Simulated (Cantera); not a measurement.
Charge: 1 mol Ta(OEt)5, 1.4 mol O2, 160 mol H2, held at 0.950 bar.

Cantera equilibrium calculation (NASA polynomials, part measured and part estimated; ideal gas, pure solids and liquids). Candidate condensed phases: C, C6H6, C7H8, C8H18, H2O, Ta, TaC, Ta2O5; 113 gas species. The feed counts by its element totals alone. TaC: taken at fixed stoichiometry. Condensed phases not in the tables: Ta2C. Kinetics and transport are ignored. All values below are at 1700 °C.

Base state: H2 0.954, CO 0.0432, H 0.00135, C2H2 (acetylene) 0.000611, CH4 0.000395, CH3 1.11e-5 (mole fractions); condensed: C(graphite) + TaC(s).

### Question
What changes in the equilibrium state with this change: Ta(OEt)5 replaced by Cr?

### Answer
```tsv
species	before	after
H2	0.954	0.985
H2O	5.12e-6	0.0132
H	0.00135	0.00137
CO	0.0432	0
Cr	0	0.000886
C2H2 (acetylene)	0.000611	0
CH4	0.000395	0
C(graphite), mol	0.905	0
TaC(s), mol	1.00	0
Cr(s), mol	0	0.403
Cr2O3(s), mol	0	0.227
```
Mutual solubility and eutectic melting of coexisting phases are not modelled. Further candidate phases: Cr, Cr2O3.
